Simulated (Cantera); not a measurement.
A perfectly stirred reactor is fed with H2 : O2 : N2 = 0.51 : 1 : 1.4 (molar parts), equivalence ratio 0.26, at 33000 Pa; it is held at 1423 K, and followed from long to short residence time.

Model: GRI-Mech 3.0 (53 species, 325 reactions), integrated in Cantera. The temperature is held fixed by assumption; the heat of reaction is taken as removed at once.

### Question
What does this change do: pressure from 33000 Pa to 13300 Pa?

### Answer
```
quantity                before     after
---------------------  -------  --------
x(H2) at τ = 0.440 s   9.78e-5  0.000215
x(O2) at τ = 0.440 s     0.280     0.280
x(NO2) at τ = 0.440 s  6.59e-9   1.40e-9
x(NO) at τ = 0.440 s   1.40e-6   1.02e-6
x(HO2) at τ = 0.440 s  3.17e-6   3.54e-6
x(H2) at τ = 12.0 ms   0.00102   0.00220
x(O2) at τ = 12.0 ms     0.279     0.277
x(NO2) at τ = 12.0 ms  1.59e-9  5.98e-10
x(NO) at τ = 12.0 ms   8.59e-7   1.81e-6
x(HO2) at τ = 12.0 ms  2.09e-5   1.55e-5
```

### Question
What does this change do: 0.13 parts H2O added?

### Answer
```
quantity                before    after
---------------------  -------  -------
x(H2) at τ = 0.440 s   9.78e-5  9.83e-5
x(O2) at τ = 0.440 s     0.280    0.267
x(NO2) at τ = 0.440 s  6.59e-9  5.51e-9
x(NO) at τ = 0.440 s   1.40e-6  1.10e-6
x(HO2) at τ = 0.440 s  3.17e-6  3.12e-6
x(H2) at τ = 12.0 ms   0.00102  0.00104
x(O2) at τ = 12.0 ms     0.279    0.266
x(NO2) at τ = 12.0 ms  1.59e-9  1.34e-9
x(NO) at τ = 12.0 ms   8.59e-7  6.41e-7
x(HO2) at τ = 12.0 ms  2.09e-5  2.16e-5
```
